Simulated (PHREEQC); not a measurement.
A made-up water analysis in mmol/kgw, 25 °C, pH 1.89, pe 10.8:

```tsv
constituent	mmol/kgw
Na	3.19
K	2.67
Ca	6.3
Mg	1.46
Cl	6.81
S(6)	20.1
Li	0.186
F	0.00632
Mn(2)	0.0682
Cu(2)	0.0548
```

Valence states are taken as typed.

The numbers come from PHREEQC with the ion-association model, phreeqc.dat.

This is a speciation only: nothing precipitates in the calculation.

Task: Predict the ionic strength, charge-balance error.

Result: ionic strength 0.0490 mol/kgw; charge-balance error -4.1 %.

Task: In which forms is Li present?

Result: Li+ 98 %, LiSO4- 2.1 % of the Li.
